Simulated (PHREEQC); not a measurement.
Solution (25 °C): 0.0013 mol HF and 0.056 mol (NH4)2SiF6 per kg of water. Closed to the air; pH follows from the charge balance.

Computed with PHREEQC (ion-association model, phreeqc.dat).

```tsv
quantity	before	after
pH	3.01	3.28
ionic strength (mol/kgw)	0.169	0.00185
HF (mol/kgw)	0.00234	0.000968
F- (mol/kgw)	0.00232	0.00130
H4SiO4 (mol/kgw)	0.000567	0.000377
HF2- (mol/kgw)	2.07e-5	4.82e-6
SI of Chalcedony (SiO2)	+0.32	+0.13
```

What was changed between the two runs?
(A) diluted 100-fold with water
(B) HF left out
(C) HF from 0.0013 to 0.013 mol/kgw
(D) HF from 0.0013 to 0.0065 mol/kgw
(E) temperature from 25 to 20 °C

A, diluted 100-fold with water

Precipitation was switched off in this run. Some of these states are supersaturated (in Quartz (slow to form), Chalcedony (slow to form), for instance). SiF6-2 is the database's only silicon fluoride.
